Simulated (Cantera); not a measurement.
A closed system holds: 1 mol SiH₄, 2 mol H₂, at 0.133 bar.

Method: chemical equilibrium by Gibbs-energy minimisation in Cantera with the NASA 1993 tables (ideal gas, pure condensed phases). Candidate condensed phases: Si; 9 gas species. Gases not in the tables: Si₂H₆ and higher silanes. Equilibrium is a limit: real reactors are often held back by kinetics, nucleation or transport.

Which condensed phases are stable at each of these points (T (K)): 1248, 1398, 1548, 1698, 1848, 1998, 2148, 2298, 2448, 2598?


```csv
T (K),condensed phases,Si condensed (%)
1248,Si(s),100.0
1398,Si(s),100.0
1548,Si(s),100.0
1698,Si(l),100.0
1848,Si(l),100.0
1998,Si(l),99.8
2148,Si(l),99.1
2298,Si(l),96.5
2448,Si(l),87.9
2598,Si(l),61.5
```

From 1248 K to 1548 K the condensed part is Si(s). From 1698 K to 2598 K the condensed part is Si(l).
